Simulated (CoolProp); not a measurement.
Vapour-liquid equilibrium of R134a (1) + R245fa (2) at 20.15 °C; x and y are mole fractions of (1).

Values from CoolProp's multi-fluid Helmholtz-energy mixture model, Tillner-Roth 1994 and Akasaka 2015; pair parameters Akasaka 2014.

```
x     bubble pressure (bar)  y at the bubble point  dew pressure at overall composition x (bar)  liquid density (mol/L)
----  ---------------------  ---------------------  -------------------------------------------  ----------------------
0.05                  1.454                  0.184                                        1.290                   10.18
0.15                  1.884                  0.426                                        1.409                   10.37
0.25                  2.314                  0.579                                        1.551                   10.56
0.35                  2.747                  0.686                                        1.725                   10.75
0.45                  3.183                  0.766                                        1.942                   10.93
0.55                  3.626                  0.828                                        2.219                   11.12
0.65                  4.076                  0.878                                        2.584                   11.31
0.75                  4.537                  0.920                                        3.087                   11.50
0.85                  5.010                  0.955                                        3.813                   11.70
0.95                  5.496                  0.986                                        4.934                   11.90
```

No azeotrope shows between x = 0.05 and 0.95.

Pair parameters are fitted to limited data, so mixtures are less certain than the pure fluids.
